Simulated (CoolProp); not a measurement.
Cyclopentane along the isobar 0.101 MPa: Z from the reference equation and from simpler models built on Tc = 238.6 °C, pc = 4.583 MPa, ω = 0.202; each cubic takes its own stable root.

Model: reference Helmholtz-energy equation of state, Gedanitz 2015, in CoolProp.

| T (°C) | phase | reference |
|---|---|---|
| 3.35 | liquid | 0.004046 |
| 20.25 | liquid | 0.003897 |
| 37.05 | liquid | 0.003771 |
| 53.95 | gas | 0.9666 |
| 70.85 | gas | 0.9717 |
| 87.75 | gas | 0.9758 |
| 104.55 | gas | 0.9791 |
| 121.45 | gas | 0.9819 |
| 138.35 | gas | 0.9842 |
| 155.25 | gas | 0.9861 |
| 172.15 | gas | 0.9877 |

Task: How far does each simpler model (van der Waals, Redlich-Kwong, Soave-Redlich-Kwong, Peng-Robinson) lie from the reference over these 11 states: mean and median of the absolute difference, and the worst?

Result: 
- van der Waals: mean 6794.8 %, median 0.9 %, worst +25856.0 % at 37.05 °C and 0.101 MPa
- Redlich-Kwong: mean 2329.3 %, median 0.4 %, worst +25606.7 % at 37.05 °C and 0.101 MPa
- Soave-Redlich-Kwong: mean 1.4 %, median 0.3 %, worst +4.5 % at 3.35 °C and 0.101 MPa
- Peng-Robinson: mean 2.1 %, median 0.1 %, worst -7.5 % at 37.05 °C and 0.101 MPa

At some of these states van der Waals, Redlich-Kwong gives the other phase, because its saturation line lies elsewhere.
